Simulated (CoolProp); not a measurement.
R245ca along the isotherm 450 K: fugacity coefficient from the reference equation and from simpler models built on Tc = 447.6 K, pc = 3.941 MPa, ω = 0.355; each cubic takes its own stable root.

Model: reference Helmholtz-energy equation of state, Zhou 2016, in CoolProp.

| p (MPa) | phase | reference | van der Waals | Soave-Redlich-Kwong | Peng-Robinson |
|---|---|---|---|---|---|
| 0.657 | gas | 0.9431 | 0.9513 | 0.9448 | 0.9389 |
| 1.31 | gas | 0.8880 | 0.9032 | 0.8910 | 0.8800 |
| 1.97 | gas | 0.8331 | 0.8545 | 0.8373 | 0.8220 |
| 2.63 | gas | 0.7786 | 0.8054 | 0.7840 | 0.7652 |
| 3.28 | gas | 0.7241 | 0.7556 | 0.7310 | 0.7096 |
| 3.94 | gas | 0.6653 | 0.7007 | 0.6744 | 0.6512 |
| 4.6 | supercritical | 0.5936 | 0.6320 | 0.6065 | 0.5835 |
| 5.25 | supercritical | 0.5355 | 0.5774 | 0.5509 | 0.5282 |
| 5.91 | supercritical | 0.4891 | 0.5339 | 0.5062 | 0.4838 |
| 6.57 | supercritical | 0.4520 | 0.4991 | 0.4702 | 0.4480 |
| 7.22 | supercritical | 0.4221 | 0.4712 | 0.4411 | 0.4190 |
| 7.88 | supercritical | 0.3968 | 0.4477 | 0.4164 | 0.3944 |
| 8.54 | supercritical | 0.3755 | 0.4281 | 0.3956 | 0.3736 |
| 9.2 | supercritical | 0.3574 | 0.4115 | 0.3779 | 0.3558 |
| 9.85 | supercritical | 0.3419 | 0.3977 | 0.3628 | 0.3407 |
